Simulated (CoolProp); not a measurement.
Saturation properties of isobutene (Tc = 144.9 °C, pc = 40.16 bar, ω = 0.193).

Model: reference Helmholtz-energy equation of state, Lemmon 2005, in CoolProp. It is a short technical equation, of lower accuracy than the large ones.

```csv
T (°C),p (bar),liquid density (kg/m³),liquid cp (kJ/(kg K)),surface tension (mN/m)
-0.95,1.277,619.6,2.250,14.9
5.35,1.604,612.2,2.279,14.1
11.65,1.992,604.8,2.309,13.4
17.85,2.441,597.3,2.340,12.6
24.15,2.972,589.5,2.373,11.8
30.45,3.586,581.5,(withheld),11.1
36.65,4.278,573.5,2.445,10.3
42.95,5.080,565.1,2.485,9.61
49.15,5.973,556.6,2.526,8.90
55.45,6.995,547.7,2.572,8.18
61.75,8.141,538.4,2.622,7.48
67.95,9.398,(withheld),2.675,6.80
74.25,10.82,518.9,2.736,6.12
80.55,12.39,508.4,2.803,5.46
86.75,14.09,497.5,2.879,(withheld)
```

Some entries are withheld; supply them.


- 30.45, liquid cp (kJ/(kg K)): 2.408
- 67.95, liquid density (kg/m³): 529.0
- 86.75, surface tension (mN/m): 4.82

It boils at -7.0 °C under 1 atm.

Surface tension comes from a separate correlation (Mulero 2012).
